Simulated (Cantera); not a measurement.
Charge: 1 mol V2O3, 1.7 mol H2, at 873 K and 0.133 bar.

Equilibrium computed with Cantera from the NASA thermochemical tables; the gas is ideal and each condensed phase is pure. Candidate condensed phases: H2O, V, VO, V2O3, V2O4, V2O5; 12 gas species. Condensed phases not in the tables: the oxides between V2O3 and V2O5 other than VO2. The numbers say what is thermodynamically allowed, not how fast it happens.

Base state: H2 1.000 (mole fractions); condensed: V2O3(s).

Problem. What changes in the equilibrium state with this change: temperature from 873 K to 1800 K?

Solution. 
| species | before | after |
|---|---|---|
| H2 | 1.000 | 0.985 |
| H2O | 8.56e-6 | 0.0144 |
| H | <1e-9 | 0.000973 |
| V2O3(s), mol | 1.000 | 0.975 |
| VO(s), mol | 0 | 0.0490 |
Mutual solubility and eutectic melting of coexisting phases are not modelled. VO: taken at fixed stoichiometry.

Problem. What changes in the equilibrium state with this change: temperature from 873 K to 2123.15 K?

Solution. 
```
species        before     after
------------  -------  --------
H2              1.000     0.942
H2O           8.56e-6    0.0473
H               <1e-9   0.00955
VO2             <1e-9  0.000639
VO              <1e-9   7.95e-5
OH              <1e-9   5.93e-5
V2O3(s), mol    1.000     0.918
VO(l), mol          0     0.163
```
Mutual solubility and eutectic melting of coexisting phases are not modelled. VO: taken at fixed stoichiometry.
